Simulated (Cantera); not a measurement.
A jet of 2.04 % CH4, 17.3 % O2, 80.6 % N2 at 300 K and 0.0260 bar hits a platinum plate 7.5 cm away at a mass flux of 0.16 kg/m²/s; the plate temperature is set and raised in steps from an oxygen-covered start.

Computed with Cantera and Deutschmann's 1995 Pt surface mechanism with GRI-Mech 3.0 gas chemistry. Catalytic surfaces can have several steady states; this one follows from the mechanism file's or the stated starting coverage.

x: mole fraction at the wall; θ: surface coverage.

```
plate T (K)  wall x CH4  wall x O2  wall x H2O  wall x OH  wall x CO  wall x CO2  θ free Pt   θ O*
-----------  ----------  ---------  ----------  ---------  ---------  ----------  ---------  -----
850              0.0188      0.170     0.00300      <1e-8    5.42e-6     0.00196      0.174  0.825
900              0.0174      0.167     0.00568    2.55e-8    7.22e-6     0.00371      0.242  0.758
950              0.0156      0.163     0.00895    8.84e-8    9.03e-6     0.00586      0.313  0.687
1000                ___      0.159         ___        ___        ___         ___        ___    ___
1050                ___      0.156         ___        ___        ___         ___        ___    ___
```

**Question.** Complete the blanks.

**Answer.** 
- 1000, wall x CH4: 0.0138
- 1000, wall x H2O: 0.0124
- 1000, wall x OH: 2.58e-7
- 1000, wall x CO: 1.09e-5
- 1000, wall x CO2: 0.00810
- 1000, θ free Pt: 0.386
- 1000, θ O*: 0.614
- 1050, wall x CH4: 0.0120
- 1050, wall x H2O: 0.0155
- 1050, wall x OH: 6.56e-7
- 1050, wall x CO: 1.28e-5
- 1050, wall x CO2: 0.0102
- 1050, θ free Pt: 0.457
- 1050, θ O*: 0.543
